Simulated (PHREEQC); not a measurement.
Dissolve 0.004 mol ZnSO4, 0.082 mol Na2SO4 and 0.00245 mol FeSO4 per kg of water at 20 °C. Closed to the air; pH follows from the charge balance.

All values are PHREEQC results (ion-association model, wateq4f.dat), not measurements.

No solid was allowed to form.

Q: Predict the pH, ionic strength.

A: pH 6.41; ionic strength 0.228 mol/kgw.

Q: In which forms is Na present?

A: Na+ 91 %, NaSO4- 8.6 % of the Na.
